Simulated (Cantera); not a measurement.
A Cantera script and its output.

```python
import numpy as np
import cantera as ct

gas = ct.Solution("gri30.yaml", transport_model="mixture-averaged")
show = ['NH3', 'C2H2', 'CO2']

rows = []
print(f"{'T/K':>7s}{'rho':>11s}{'cp':>10s}{'mu':>11s}{'lambda':>11s}{'Pr':>7s}" + "".join(f"{'D_' + s:>11s}" for s in show))
for T in [400, 600, 800, 1000, 1200, 1400]:
    gas.TPX = T, 100000, {'H2O': 0.9}
    Pr = gas.cp_mass * gas.viscosity / gas.thermal_conductivity
    D = [gas.mix_diff_coeffs_mole[gas.species_index(s)] for s in show]
    rows.append([gas.density, gas.cp_mass, gas.viscosity, gas.thermal_conductivity, Pr, *D])
    print(f"{T:7g}{gas.density:11.4e}{gas.cp_mass:10.1f}{gas.viscosity:11.4e}"
          f"{gas.thermal_conductivity:11.4e}{Pr:7.3f}" + "".join(f"{d:11.4e}" for d in D))
print("SI units: kg/m3, J/kg/K, Pa s, W/m/K, m2/s")
```

Output:

```
    T/K        rho        cp         mu     lambda     Pr      D_NH3     D_C2H2      D_CO2
    400 5.4168e-01    1902.2 1.3967e-05 3.6994e-02  0.718 3.5537e-05 3.0602e-05 2.8993e-05
    600 3.6112e-01    2016.1 2.1488e-05 6.0361e-02  0.718 8.1494e-05 6.6649e-05 6.4074e-05
    800 2.7084e-01    2150.0 2.8971e-05 8.7299e-02  0.714 1.4458e-04 1.1334e-04 1.1010e-04
   1000 2.1667e-01    2292.2 3.6247e-05 1.1676e-01  0.712 2.2297e-04 1.6922e-04 1.6555e-04
   1200 1.8056e-01    2435.6 4.3256e-05 1.4765e-01  0.714 3.1524e-04 2.3333e-04 2.2943e-04
   1400 1.5476e-01    2565.4 4.9979e-05 1.7919e-01  0.716 4.2026e-04 3.0500e-04 3.0100e-04
SI units: kg/m3, J/kg/K, Pa s, W/m/K, m2/s
```

Model: GRI-Mech 3.0 (53 species, 325 reactions), integrated in Cantera. Polar gases are described roughly by these parameters.
